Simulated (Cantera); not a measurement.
An adiabatic, constant-pressure homogeneous reactor starts with 11.8 % H₂, 18.5 % O₂, 69.7 % N₂, equivalence ratio 0.32, at 1450 K and 5.00 bar.

Model: the H2/O2 subset of GRI-Mech 3.0, which has no nitrogen chemistry, integrated in Cantera. The hydrogen kinetics of GRI-Mech 3.0 are dated; newer H2 mechanisms differ, most at raised pressure.

Task: Predict: time of steepest temperature rise; temperature at 9.00 s; equilibrium temperature; x(H₂) at 9.00 s; x(O₂) at 9.00 s; x(H) at 9.00 s; x(H₂O) at 9.00 s; x(OH) at 9.00 s; x(O) at 9.00 s; x(HO₂) at 9.00 s.

Result: 
```
Property                                                              Result
---------------------------------  -----------------------------------------
time of steepest temperature rise                                    3.98 µs
temperature at 9.00 s                                                 2260 K
equilibrium temperature                                               2260 K
x(H₂) at 9.00 s                    0.000251 (gas-phase equilibrium 0.000251)
x(O₂) at 9.00 s                          0.132 (gas-phase equilibrium 0.132)
x(H) at 9.00 s                       5.58e-5 (gas-phase equilibrium 5.58e-5)
x(H₂O) at 9.00 s                         0.123 (gas-phase equilibrium 0.123)
x(OH) at 9.00 s                      0.00418 (gas-phase equilibrium 0.00418)
x(O) at 9.00 s                     0.000639 (gas-phase equilibrium 0.000639)
x(HO₂) at 9.00 s                     8.41e-6 (gas-phase equilibrium 8.41e-6)
```
